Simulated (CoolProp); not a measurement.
Vinyl chloride at several states: Z from the reference equation and from simpler models built on Tc = 151.9 °C, pc = 5.600 MPa, ω = 0.160; each cubic takes its own stable root.

Computed with CoolProp (reference Helmholtz-energy equation of state, Thol 2022).

| T (°C) | p (MPa) | phase | reference | van der Waals | Redlich-Kwong | Soave-Redlich-Kwong | Peng-Robinson |
|---|---|---|---|---|---|---|---|
| 125.95 | 0.265 | gas | 0.9810 | 0.9834 | 0.9804 | 0.9801 | 0.9782 |
| -80.25 | 24.6 | liquid | 0.8663 | 1.386 | 0.9501 | 0.9465 | 0.8446 |
| -145.45 | 0.12 | liquid | 0.005824 | 0.009890 | 0.006638 | 0.006655 | 0.005946 |
| 81.35 | 0.0294 | gas | 0.9970 | 0.9976 | 0.9970 | 0.9969 | 0.9967 |
| 102.55 | 4.05 | liquid | 0.1100 | 0.1750 | 0.1278 | 0.1240 | 0.1096 |
| 146.95 | 14 | liquid | 0.3645 | 0.5108 | 0.4075 | 0.4065 | 0.3647 |
